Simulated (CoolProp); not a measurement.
n-perfluorohexane along the isobar 2.47 MPa: Z from the reference equation and from simpler models built on Tc = 448.0 K, pc = 1.742 MPa, ω = 0.497; each cubic takes its own stable root.

Computed with CoolProp (reference Helmholtz-energy equation of state, Gao 2022).

```json
[
 {"T (K)": "247.7", "phase": "liquid", "reference": "0.2222"},
 {"T (K)": "264.6", "phase": "liquid", "reference": "0.2133"},
 {"T (K)": "281.4", "phase": "liquid", "reference": "0.2059"},
 {"T (K)": "298.3", "phase": "liquid", "reference": "0.1996"},
 {"T (K)": "315.1", "phase": "liquid", "reference": "0.1945"},
 {"T (K)": "332", "phase": "liquid", "reference": "0.1904"},
 {"T (K)": "348.8", "phase": "liquid", "reference": "0.1875"},
 {"T (K)": "365.7", "phase": "liquid", "reference": "0.1857"},
 {"T (K)": "382.6", "phase": "liquid", "reference": "0.1852"},
 {"T (K)": "399.4", "phase": "liquid", "reference": "0.1866"},
 {"T (K)": "416.3", "phase": "liquid", "reference": "0.1907"},
 {"T (K)": "433.1", "phase": "liquid", "reference": "0.1996"},
 {"T (K)": "450", "phase": "supercritical", "reference": "0.2210"}
]
```

How far does each simpler model (Redlich-Kwong, Peng-Robinson) lie from the reference over these 13 states: mean and median of the absolute difference, and the worst?


- Redlich-Kwong: mean 24.3 %, median 23.5 %, worst +29.3 % at 433.1 K and 2.47 MPa
- Peng-Robinson: mean 4.7 %, median 2.6 %, worst +16.5 % at 450 K and 2.47 MPa
